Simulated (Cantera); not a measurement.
Feed: 1 mol CH3SiCl3, 0.028 mol HCl, 6.1 mol H2, held at 1777 °C and 0.0530 bar.

Cantera equilibrium calculation (NASA polynomials, part measured and part estimated; ideal gas, pure solids and liquids). Candidate condensed phases: C, C6H6, C7H8, C8H18, Si, SiC; 109 gas species. The feed counts by its element totals alone. The tables' values for SiCl3, SiCl are old estimates; treat these amounts as uncertain. Rates play no part.

Base state: H2 0.680, HCl 0.290, SiCl2 0.0183, H 0.00813, Cl 0.00256, C2H2 (acetylene) 0.000722, SiCl3 0.000287, SiCl 0.000182 (mole fractions); condensed: C(graphite) + SiC(s).

Problem. What changes in the equilibrium state with this change: temperature from 1777 °C to 977 °C?

Solution. 
```csv
species,before,after
H2,0.680,0.697
HCl,0.290,0.290
SiCl4,4.79e-6,0.00958
SiCl2,0.0183,0.000687
SiCl,0.000182,<1e-9
Si,9.57e-5,<1e-9
"C(graphite), mol",0.160,0.106
"SiC(s), mol",0.826,0.891
```
The tables' values for SiCl3 are old estimates; treat these amounts as uncertain.

Problem. What changes in the equilibrium state with this change: pressure from 0.0530 bar to 0.00133 bar?

Solution. 
```
species             before     after
----------------  --------  --------
H2                   0.680     0.643
HCl                  0.290     0.269
H                  0.00813    0.0498
Cl                 0.00256    0.0154
SiCl2               0.0183    0.0167
Si2C               3.22e-6  0.000128
SiC2               4.97e-6  0.000198
Si                 9.57e-5   0.00381
SiCl3             0.000287   3.97e-5
C(graphite), mol     0.160     0.193
SiC(s), mol          0.826     0.789
```
The tables' values for SiCl, SiCl3 are old estimates; treat these amounts as uncertain.
